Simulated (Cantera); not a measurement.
Charge: 1 mol Si2Cl6, 9.5 mol N2, at 552 °C and 21.0 Pa.

Method: chemical equilibrium by Gibbs-energy minimisation in Cantera with the NASA 1993 tables (ideal gas, pure condensed phases). Candidate condensed phases: Si, Si3N4; 13 gas species. The feed counts by its element totals alone. N2 is the only nitrogen source here; it is nearly inert below about 1500 K, so the nitride shown seldom forms there in practice. The tables' values for SiCl3 are old estimates; treat these amounts as uncertain. Kinetics and transport are ignored.

Base state: N2 0.859, SiCl4 0.141, SiCl3 1.03e-5 (mole fractions); condensed: Si3N4(s).

Q: What changes in the equilibrium state with this change: Si2Cl6 replaced by SiH2Cl2?

A: 
| species | before | after |
|---|---|---|
| N2 | 0.859 | 0.829 |
| HCl | 0 | 0.127 |
| H2 | 0 | 0.0293 |
| SiCl4 | 0.141 | 0.0147 |
| SiCl3 | 1.03e-5 | 1.91e-6 |
| Si3N4(s), mol | 0.167 | 0.281 |
Further candidate phases: NH4Cl.
